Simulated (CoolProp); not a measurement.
Values from CoolProp's reference Helmholtz-energy equation of state, Lemmon 2006. It is a short technical equation, of lower accuracy than the large ones.

Problem. Give the vapour pressure (bar), enthalpy of vaporisation (kJ/kg), liquid cp (kJ/(kg K)), liquid conductivity (mW/(m K)) of saturated isopentane at 26.15, 165.15 °C.

Solution. 
```tsv
T (°C)	p (bar)	enthalpy of vaporisation (kJ/kg)	liquid cp (kJ/(kg K))	liquid conductivity (mW/(m K))
26.15	0.956	345	2.28	101
165.15	24.0	160	3.91	60.1
```

Thermal conductivity comes from a separate model (Vassiliou 2015).
